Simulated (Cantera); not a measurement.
## Adiabatic ignition

An adiabatic, constant-volume homogeneous reactor starts with CO : H₂ : CH₄ : O₂ : N₂ : H₂O = 1 : 1.3 : 0.11 : 0.806 : 5.88 : 0.58 (molar parts), at 1475 K and 28.6 atm.

Detailed kinetics in Cantera: GRI-Mech 3.0 (53 species, 325 reactions). The pressure lies above the range GRI-Mech 3.0 was tuned for (to about 10 atm).

```
t (s)     T (K)  P (bar)    x CO    x H₂     x CH₄     x N₂O    x HO₂   x C₂H₆    x C₂H₄
--------  -----  -------  ------  ------  --------  --------  -------  -------  --------
1.00e-6    1475     29.0   0.103   0.134    0.0114  7.93e-11  1.51e-5  3.53e-9  1.14e-10
5.01e-6    2720     50.5  0.0789  0.0462  8.95e-11   2.63e-7  2.44e-6   <1e-12    <1e-12
2.51e-5    2764     51.2  0.0777  0.0466  1.37e-10   2.08e-7  3.26e-7   <1e-12    <1e-12
0.000126   2761     51.1  0.0778  0.0467  1.40e-10   2.25e-7  3.17e-7   <1e-12    <1e-12
0.000632   2759     51.1  0.0779  0.0469  1.43e-10   2.51e-7  3.10e-7   <1e-12    <1e-12
0.00317    2759     51.1  0.0779  0.0469  1.43e-10   2.51e-7  3.10e-7   <1e-12    <1e-12
0.0159     2759     51.1  0.0779  0.0469  1.43e-10   2.51e-7  3.10e-7   <1e-12    <1e-12
0.0796     2759     51.1  0.0779  0.0469  1.43e-10   2.51e-7  3.10e-7   <1e-12    <1e-12
0.399      2759     51.1  0.0779  0.0469  1.43e-10   2.51e-7  3.10e-7   <1e-12    <1e-12
2.00       2759     51.1  0.0779  0.0469  1.43e-10   2.51e-7  3.10e-7   <1e-12    <1e-12
```
x: mole fraction; the columns are a selection and need not sum to one.

```yaml
time_of_steepest_temperature_rise: 4.12 µs
temperature at 2.00 s: 2759 K
equilibrium_temperature: 2759 K
x(CO) at 2.00 s: 0.0779 (gas-phase equilibrium 0.0779)
x(H₂) at 2.00 s: 0.0469 (gas-phase equilibrium 0.0469)
x(CH₄) at 2.00 s: 1.43e-10 (gas-phase equilibrium 1.60e-10)
```
